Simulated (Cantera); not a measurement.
**Low-pressure radical oxidation in H2/O2**

An isothermal, constant-pressure homogeneous reactor starts with 0.935 % H2, 98.5 % O2, 0.610 % H2O, equivalence ratio 0.0047, at 925 K and 20.0 Torr.

Computed with Cantera and GRI-Mech 3.0 (53 species, 325 reactions). Radical loss at walls, strong at low pressure, is not modelled. Below about 950 K walls govern HO2 and H2O2 in real vessels.

| t (s) | x H2 | x O2 | x H | x O | x H2O | x H2O2 | x OH |
|---|---|---|---|---|---|---|---|
| 3.00e-6 | 0.00935 | 0.985 | <1e-12 | <1e-12 | 0.00610 | <1e-12 | <1e-12 |
| 9.17e-6 | 0.00935 | 0.985 | <1e-12 | <1e-12 | 0.00610 | <1e-12 | <1e-12 |
| 2.80e-5 | 0.00935 | 0.985 | <1e-12 | <1e-12 | 0.00610 | <1e-12 | <1e-12 |
| 8.57e-5 | 0.00935 | 0.985 | 1.19e-12 | <1e-12 | 0.00610 | <1e-12 | <1e-12 |
| 0.000262 | 0.00935 | 0.985 | 2.49e-12 | 3.27e-12 | 0.00610 | <1e-12 | 2.65e-12 |
| 0.000801 | 0.00935 | 0.985 | 6.54e-12 | 2.12e-11 | 0.00610 | <1e-12 | 1.28e-11 |
| 0.00245 | 0.00935 | 0.985 | 5.34e-11 | 2.74e-10 | 0.00610 | <1e-12 | 1.30e-10 |
| 0.00749 | 0.00935 | 0.985 | 2.01e-8 | 1.10e-7 | 0.00610 | <1e-12 | 5.03e-8 |
| 0.0229 | 0.00127 | 0.982 | 0.000444 | 0.00193 | 0.0138 | 2.74e-7 | 0.000459 |
| 0.0700 | 5.29e-5 | 0.984 | 6.59e-6 | 0.000226 | 0.0154 | 5.89e-8 | 6.09e-5 |
| 0.214 | 7.30e-6 | 0.984 | 2.87e-7 | 3.02e-5 | 0.0155 | 3.07e-8 | 1.98e-5 |
| 0.654 | 1.10e-6 | 0.984 | 1.48e-8 | 4.13e-6 | 0.0155 | 1.49e-8 | 7.50e-6 |
| 2.00 | 1.29e-7 | 0.984 | 9.64e-10 | 6.61e-7 | 0.0155 | 5.74e-9 | 3.07e-6 |
x: mole fraction; the columns are a selection and need not sum to one.

Equilibrium at this temperature and pressure: H2 <1e-12, O2 0.984, H <1e-12, O 8.19e-11, H2O 0.0155, H2O2 2.51e-12, OH 3.39e-8 (gas phase only).
